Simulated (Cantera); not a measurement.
Input: 1 mol AlCl₃, 17 mol O₂, a varied amount of N₂, 0.98 mol N₂O, at 1873.15 K and 3300 Pa.

Cantera equilibrium calculation (NASA polynomials, part measured and part estimated; ideal gas, pure solids and liquids). Candidate condensed phases: Al, AlCl₃, AlN, Al₂O₃; 24 gas species. Equilibrium is a limit: real reactors are often held back by kinetics, nucleation or transport.

x: gas mole fraction; n: condensed amount in mol.

```json
[
 {"n(N₂) (mol)": "3.1", "x N₂": "0.169", "x O₂": "0.701", "x Cl": "0.121", "x NO": "0.00447", "x Cl₂": "0.00249", "x O": "0.00109", "x ClO": "0.000307", "n Al₂O₃(s)": "0.500"},
 {"n(N₂) (mol)": "4.9", "x N₂": "0.227", "x O₂": "0.651", "x Cl": "0.113", "x NO": "0.00499", "x Cl₂": "0.00217", "x O": "0.00105", "x ClO": "0.000276", "n Al₂O₃(s)": "0.500"},
 {"n(N₂) (mol)": "8", "x N₂": "0.310", "x O₂": "0.580", "x Cl": "0.101", "x NO": "0.00551", "x Cl₂": "0.00174", "x O": "0.000993", "x ClO": "0.000233", "n Al₂O₃(s)": "0.500"},
 {"n(N₂) (mol)": "13", "x N₂": "0.412", "x O₂": "0.493", "x Cl": "0.0863", "x NO": "0.00585", "x Cl₂": "0.00127", "x O": "0.000915", "x ClO": "0.000184", "n Al₂O₃(s)": "0.500"},
 {"n(N₂) (mol)": "21", "x N₂": "(withheld)", "x O₂": "(withheld)", "x Cl": "(withheld)", "x NO": "0.00592", "x Cl₂": "(withheld)", "x O": "(withheld)", "x ClO": "(withheld)", "n Al₂O₃(s)": "0.500"},
 {"n(N₂) (mol)": "34", "x N₂": "0.637", "x O₂": "0.303", "x Cl": "0.0538", "x NO": "0.00569", "x Cl₂": "0.000493", "x O": "0.000717", "x ClO": "8.97e-5", "n Al₂O₃(s)": "0.500"},
 {"n(N₂) (mol)": "54", "x N₂": "0.733", "x O₂": "0.221", "x Cl": "0.0396", "x NO": "0.00522", "x Cl₂": "0.000267", "x O": "0.000613", "x ClO": "5.64e-5", "n Al₂O₃(s)": "0.500"},
 {"n(N₂) (mol)": "88", "x N₂": "0.816", "x O₂": "0.151", "x Cl": "0.0273", "x NO": "0.00456", "x Cl₂": "0.000127", "x O": "0.000507", "x ClO": "3.22e-5", "n Al₂O₃(s)": "0.500"},
 {"n(N₂) (mol)": "140", "x N₂": "0.875", "x O₂": "(withheld)", "x Cl": "(withheld)", "x NO": "(withheld)", "x Cl₂": "(withheld)", "x O": "(withheld)", "x ClO": "(withheld)", "n Al₂O₃(s)": "0.500"},
 {"n(N₂) (mol)": "230", "x N₂": "0.920", "x O₂": "0.0650", "x Cl": "0.0119", "x NO": "0.00317", "x Cl₂": "2.42e-5", "x O": "0.000332", "x ClO": "9.21e-6", "n Al₂O₃(s)": "0.500"},
 {"n(N₂) (mol)": "370", "x N₂": "0.948", "x O₂": "0.0414", "x Cl": "0.00765", "x NO": "0.00257", "x Cl₂": "9.99e-6", "x O": "0.000265", "x ClO": "4.72e-6", "n Al₂O₃(s)": "0.500"},
 {"n(N₂) (mol)": "600", "x N₂": "0.967", "x O₂": "0.0258", "x Cl": "0.00482", "x NO": "0.00205", "x Cl₂": "3.97e-6", "x O": "0.000209", "x ClO": "2.35e-6", "n Al₂O₃(s)": "0.500"},
 {"n(N₂) (mol)": "970", "x N₂": "0.979", "x O₂": "0.0160", "x Cl": "0.00302", "x NO": "0.00162", "x Cl₂": "1.56e-6", "x O": "0.000165", "x ClO": "1.16e-6", "n Al₂O₃(s)": "0.500"}
]
```

**Question.** Complete the blanks.

**Answer.** 
- 140, x O₂: 0.102
- 140, x Cl: 0.0185
- 140, x NO: 0.00388
- 140, x Cl₂: 5.86e-5
- 140, x O: 0.000416
- 140, x ClO: 1.79e-5
- 21, x N₂: 0.524
- 21, x O₂: 0.398
- 21, x Cl: 0.0701
- 21, x Cl₂: 0.000839
- 21, x O: 0.000822
- 21, x ClO: 0.000134
